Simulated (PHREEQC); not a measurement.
A solution holds 0.0023 mol/kgw CuSO4, 0.000522 mol/kgw ZnCl2, 0.0025 mol/kgw H2SO4 and 0.0003 mol/kgw Na2SO4, at 25 °C. Closed to the air; pH follows from the charge balance.

Equilibrium calculation in PHREEQC: ion-association model, phreeqc.dat.

Precipitation was switched off in this run.

Question: What pH does the model give?

Answer: pH 2.43.

Question: In which forms is S present?

Answer: SO4-2 70 %, HSO4- 18 %, CuSO4 9.9 %, ZnSO4 2.5 % of the S.

Complexes and solids missing from the database can't appear.
